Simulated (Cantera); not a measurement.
Feed: 1 mol Fe2O3, 5.7 mol CO, 0.14 mol N2, held at 875 °C and 10.0 Torr.

Method: chemical equilibrium by Gibbs-energy minimisation in Cantera with the NASA 1993 tables (ideal gas, pure condensed phases). Candidate condensed phases: C, Fe, Fe(CO)5, FeO, Fe2O3, Fe3O4; 27 gas species. The tables' stoichiometric FeO is somewhat more stable than real wüstite, so its field is too wide. FeO: taken at fixed stoichiometry. Equilibrium is a limit: real reactors are often held back by kinetics, nucleation or transport.

Base state: CO 0.805, CO2 0.171, N2 0.0240 (mole fractions); condensed: FeO(s).

### Question
What changes in the equilibrium state with this change: Fe2O3 replaced by PbO?

### Answer
```json
[
 {"species": "CO", "before": "0.805", "after": "0.788"},
 {"species": "CO2", "before": "0.171", "after": "0.168"},
 {"species": "N2", "before": "0.0240", "after": "0.0235"},
 {"species": "Pb", "before": "0", "after": "0.0210"},
 {"species": "FeO(s), mol", "before": "2.00", "after": "0"},
 {"species": "Pb(l), mol", "before": "0", "after": "0.875"}
]
```
Further candidate phases: Pb, PbO, PbO2, Pb3O4.

### Question
What changes in the equilibrium state with this change: 0.038 mol CH4 added?

### Answer
```csv
species,before,after
CO,0.805,0.795
CO2,0.171,0.169
N2,0.0240,0.0235
H2,0,0.0102
H2O,0,0.00256
"FeO(s), mol",2.00,1.94
"Fe(α), mol",0,0.0572
```
Mutual solubility and eutectic melting of coexisting phases are not modelled. Further candidate phases: C6H6, C7H8, C8H18, Fe(OH)2, Fe(OH)3, H2O.

### Question
What changes in the equilibrium state with this change: Fe2O3 replaced by SiO2?

### Answer
| species | before | after |
|---|---|---|
| CO | 0.805 | 0.975 |
| N2 | 0.0240 | 0.0240 |
| CO2 | 0.171 | 0.000516 |
| FeO(s), mol | 2.00 | 0 |
| C(graphite), mol | 0 | 0.00301 |
| SiO2(β-quartz), mol | 0 | 1.00 |
The tables hold silica as quartz up to 1696 K and as liquid above; real silica turns to tridymite and cristobalite and melts near 1996 K. Further candidate phases: Si, SiC, SiO2, Si2N2O, Si3N4.
